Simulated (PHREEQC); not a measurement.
Alkaline etch or developer with alkaline etch or developer: an equilibrium model

Solution A (14 mmol/kgw TMAH, 0.41 mmol/kgw K2SiO3 and 22 mmol/kgw Na2CO3) is mixed with solution B (0.0016 mol KOH and 0.00075 mol Na2SiO3 per kg of water) at 80 °C; shares are by mass of water, 1 kg in all. Oxygen alone is held at its pressure in air (log pO2 = -0.68). CO2 from the air is kept out. Solids allowed: Chalcedony, Nahcolite, Natron. Others were left out.

Equilibrium calculation in PHREEQC: ion-association model, wateq4f.dat.

```tsv
share of solution B	pH	NaCO3- (mol/kgw)	CO3-2 (mol/kgw)	H4SiO4 (mol/kgw)
0	10.70	0.0149	0.00617	1.00e-5
0.1	10.66	0.0131	0.00577	1.18e-5
0.2	10.63	0.0113	0.00533	1.40e-5
0.4	10.55	0.00786	0.00438	1.97e-5
0.5	10.50	0.00619	0.00384	2.37e-5
0.6	10.45	0.00460	0.00324	2.88e-5
0.8	10.30	0.00174	0.00183	4.60e-5
0.9	10.19	0.000625	0.000966	6.34e-5
1	9.97	0	0	0.000108
```

(CH3)4N+ isn't in the database: it is added as a free cation with an ion size of 4 Å. Constants without temperature data keep their 25 °C values here.
